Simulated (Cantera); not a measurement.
A freely propagating, adiabatic, planar premixed flame of 10.5 % CH4, 2.20 % H2, 18.3 % O2, 69.0 % N2, equivalence ratio 1.2, unburnt at 475 K and 1.01 bar; multicomponent+Soret transport, grid criteria slope 0.08 and curve 0.16, no radiation.

Computed with Cantera and GRI-Mech 3.0 (53 species, 325 reactions). Burning velocities carry a grid error of a few per cent, more on coarse grids.

x: mole fraction of selected species; z is measured from the peak of heat release.

```json
[
 {"z (mm)": "-1.05", "T (K)": "475", "u (m/s)": "0.865", "x CH4": "0.105", "x H2": "0.0220", "x O2": "0.183", "x H": "<1e-8", "x NO": "<1e-8", "x H2O": "2.32e-5"},
 {"z (mm)": "-0.703", "T (K)": "477", "u (m/s)": "0.868", "x CH4": "0.104", "x H2": "0.0221", "x O2": "0.183", "x H": "<1e-8", "x NO": "<1e-8", "x H2O": "0.000242"},
 {"z (mm)": "-0.527", "T (K)": "486", "u (m/s)": "0.885", "x CH4": "0.103", "x H2": "0.0224", "x O2": "0.183", "x H": "<1e-8", "x NO": "2.99e-8", "x H2O": "0.00137"},
 {"z (mm)": "-0.351", "T (K)": "561", "u (m/s)": "1.02", "x CH4": "0.0973", "x H2": "0.0239", "x O2": "0.179", "x H": "3.87e-7", "x NO": "3.43e-7", "x H2O": "0.00946"},
 {"z (mm)": "-0.176", "T (K)": "?", "u (m/s)": "1.89", "x CH4": "?", "x H2": "?", "x O2": "?", "x H": "?", "x NO": "?", "x H2O": "?"},
 {"z (mm)": "-0.0879", "T (K)": "1445", "u (m/s)": "2.72", "x CH4": "0.0377", "x H2": "0.0376", "x O2": "0.0973", "x H": "0.000937", "x NO": "9.82e-6", "x H2O": "0.103"},
 {"z (mm)": "0", "T (K)": "1822", "u (m/s)": "3.47", "x CH4": "0.00966", "x H2": "0.0394", "x O2": "0.0484", "x H": "0.00413", "x NO": "1.92e-5", "x H2O": "0.150"},
 {"z (mm)": "0.0879", "T (K)": "1988", "u (m/s)": "3.79", "x CH4": "0.000936", "x H2": "0.0345", "x O2": "0.0200", "x H": "0.00839", "x NO": "3.24e-5", "x H2O": "0.173"},
 {"z (mm)": "0.176", "T (K)": "2031", "u (m/s)": "3.87", "x CH4": "5.07e-5", "x H2": "0.0310", "x O2": "0.00979", "x H": "0.0106", "x NO": "4.25e-5", "x H2O": "0.180"},
 {"z (mm)": "0.351", "T (K)": "2065", "u (m/s)": "3.91", "x CH4": "1.51e-7", "x H2": "0.0303", "x O2": "0.00536", "x H": "0.0109", "x NO": "5.12e-5", "x H2O": "0.181"},
 {"z (mm)": "0.703", "T (K)": "2104", "u (m/s)": "3.97", "x CH4": "<1e-8", "x H2": "0.0304", "x O2": "0.00390", "x H": "0.00941", "x NO": "5.67e-5", "x H2O": "0.182"},
 {"z (mm)": "1.41", "T (K)": "2152", "u (m/s)": "4.05", "x CH4": "<1e-8", "x H2": "0.0297", "x O2": "?", "x H": "?", "x NO": "?", "x H2O": "0.186"},
 {"z (mm)": "2.81", "T (K)": "2199", "u (m/s)": "4.13", "x CH4": "<1e-8", "x H2": "0.0287", "x O2": "0.00154", "x H": "0.00491", "x NO": "7.06e-5", "x H2O": "0.190"}
]
```

Problem. Some entries are withheld; supply them.

Solution. 
- -0.176, T (K): 1018
- -0.176, x CH4: 0.0683
- -0.176, x H2: 0.0317
- -0.176, x O2: 0.142
- -0.176, x H: 0.000134
- -0.176, x NO: 4.29e-6
- -0.176, x H2O: 0.0564
- 1.41, x O2: 0.00268
- 1.41, x H: 0.00715
- 1.41, x NO: 6.27e-5
